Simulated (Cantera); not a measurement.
Charge: 1 mol SiC, 0.0015 mol O2, 28 mol H2, 0.3 mol H2O, at 9.75 Torr.

Cantera equilibrium calculation (NASA polynomials, part measured and part estimated; ideal gas, pure solids and liquids). Candidate condensed phases: C, C6H6, C7H8, C8H18, H2O, Si, SiC, SiO2; 123 gas species. Gases not in the tables: Si2H6 and higher silanes. Equilibrium is a limit: real reactors are often held back by kinetics, nucleation or transport. All values below are at 1627 °C.

Base state: H2 0.982, H 0.00690, CO 0.00551, SiO 0.00504, Si 0.000403, SiH 3.96e-5, SiH2 2.38e-5 (mole fractions); condensed: SiC(s).

Task: What changes in the equilibrium state with this change: pressure from 9.75 Torr to 75.0 Torr?

Result: 
| species | before | after |
|---|---|---|
| H2 | 0.982 | 0.987 |
| CO | 0.00551 | 0.00533 |
| SiO | 0.00504 | 0.00525 |
| H | 0.00690 | 0.00249 |
| Si | 0.000403 | 5.44e-5 |
| SiH | 3.96e-5 | 1.48e-5 |
| SiH2 | 2.38e-5 | 2.48e-5 |
| SiC(s), mol | 0.841 | 0.847 |
